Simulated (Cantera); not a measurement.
Cantera run, input and output.

```python
import numpy as np
import cantera as ct

gas = ct.Solution("gri30.yaml")
gas.TPX = 1600, 500000, {'CO': 1, 'H2': 0.091, 'O2': 0.925, 'N2': 3.48}
reactor = ct.IdealGasReactor(gas, energy="on", clone=False)
net = ct.ReactorNet([reactor])
net.rtol, net.atol = 1e-08, 1e-16
show = ['CO', 'H2', 'O2', 'NO', 'NO2', 'HO2']
times = np.geomspace(3e-06, 0.7, 10)

steps = ct.SolutionArray(gas, extra=["t"])
rows = []
print(f"{'t/s':>10s}{'T/K':>9s}{'P/Pa':>11s}" + "".join(f"{s:>11s}" for s in show))
for t in times:
    while net.time < t:
        t_next = net.step()
        steps.append(gas.state, t=t_next)
    rows.append([np.interp(t, steps.t, y) for y in (steps.T, steps.P, *steps(*show).X.T)])
    print(f"{t:10.3e}{rows[-1][0]:9.1f}{rows[-1][1]:11.4g}" + "".join(f"{x:11.3e}" for x in rows[-1][2:]))
rate = np.gradient(steps.T, steps.t)
print("integrator steps:", len(steps.t))
if steps.T.max() > steps.T[0] + 200:
    print(f"time of steepest temperature rise: {steps.t[rate.argmax()]:.4e} s")
gas.TPX = 1600, 500000, {'CO': 1, 'H2': 0.091, 'O2': 0.925, 'N2': 3.48}
gas.equilibrate("UV")
print(f"equilibrium (UV): T = {gas.T:.1f} K  " + "  ".join(f"{s} {gas[s].X[0]:.3e}" for s in show))
```

Result:

```
       t/s      T/K       P/Pa         CO         H2         O2         NO        NO2        HO2
 3.000e-06   1600.4  5.001e+05  1.818e-01  1.636e-02  1.681e-01  4.529e-11  1.788e-14  1.739e-05
 1.185e-05   2097.7  6.392e+05  1.112e-01  1.021e-03  1.128e-01  3.149e-05  9.954e-08  3.761e-05
 4.677e-05   2848.6  8.293e+05  4.935e-02  5.837e-04  9.107e-02  2.229e-03  3.248e-06  1.046e-05
 1.847e-04   2901.9  8.404e+05  4.247e-02  5.085e-04  8.401e-02  1.266e-02  1.443e-05  1.098e-05
 7.293e-04   2888.0  8.356e+05  4.162e-02  5.047e-04  7.901e-02  2.269e-02  2.523e-05  1.026e-05
 2.880e-03   2886.9  8.352e+05  4.155e-02  5.044e-04  7.862e-02  2.347e-02  2.604e-05  1.021e-05
 1.137e-02   2886.9  8.352e+05  4.155e-02  5.044e-04  7.862e-02  2.347e-02  2.604e-05  1.021e-05
 4.490e-02   2886.9  8.352e+05  4.155e-02  5.044e-04  7.862e-02  2.347e-02  2.604e-05  1.021e-05
 1.773e-01   2886.9  8.352e+05  4.155e-02  5.044e-04  7.862e-02  2.347e-02  2.604e-05  1.021e-05
 7.000e-01   2886.9  8.352e+05  4.155e-02  5.044e-04  7.862e-02  2.347e-02  2.604e-05  1.021e-05
integrator steps: 1202
time of steepest temperature rise: 1.0431e-05 s
equilibrium (UV): T = 2886.9 K  CO 4.155e-02  H2 5.044e-04  O2 7.862e-02  NO 2.347e-02  NO2 2.604e-05  HO2 1.021e-05
```

Computed with Cantera and GRI-Mech 3.0 (53 species, 325 reactions). The hydrogen kinetics of GRI-Mech 3.0 are dated; newer H2 mechanisms differ, most at raised pressure.
